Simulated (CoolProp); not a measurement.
Saturation properties of c-C4F8 (RC318) (Tc = 388.4 K, pc = 27.78 bar, ω = 0.355).

Model: reference Helmholtz-energy equation of state, Platzer 1990, in CoolProp. This equation is an older, rougher fit; its heat capacities, sound speeds and derivatives of the liquid may be far off and weren't checked against measurements.

```
T (K)  p (bar)  vapour density (kg/m³)  liquid viscosity (µPa s)  vapour viscosity (µPa s)  liquid conductivity (mW/(m K))
-----  -------  ----------------------  ------------------------  ------------------------  ------------------------------
307.8    4.208                   37.59                       315                      11.4                            62.7
316.4      ___                     ___                       ___                       ___                            60.3
325.1    6.825                     ___                       245                      12.6                            57.9
333.7    8.506                   77.72                       215                      13.2                            55.4
342.4    10.50                   98.10                       189                      14.0                             ___
351.1    12.83                   123.8                       ___                      15.0                            50.2
359.7    15.50                   156.7                       141                       ___                            47.6
368.4    18.62                   201.6                       119                      17.9                            45.0
```

**Question.** Complete the blanks.

**Answer.** 
- 316.4, p (bar): 5.391
- 316.4, vapour density (kg/m³): 48.24
- 316.4, liquid viscosity (µPa s): 278
- 316.4, vapour viscosity (µPa s): 12.0
- 325.1, vapour density (kg/m³): 61.51
- 342.4, liquid conductivity (mW/(m K)): 52.8
- 351.1, liquid viscosity (µPa s): 164
- 359.7, vapour viscosity (µPa s): 16.2

It boils at 267.2 K under 1 atm.

Viscosity comes from a separate model (Huber 2003), an estimate that may be off by 10 % or more. Thermal conductivity comes from a separate model (Huber 2003), an estimate that may be off by 10 % or more.
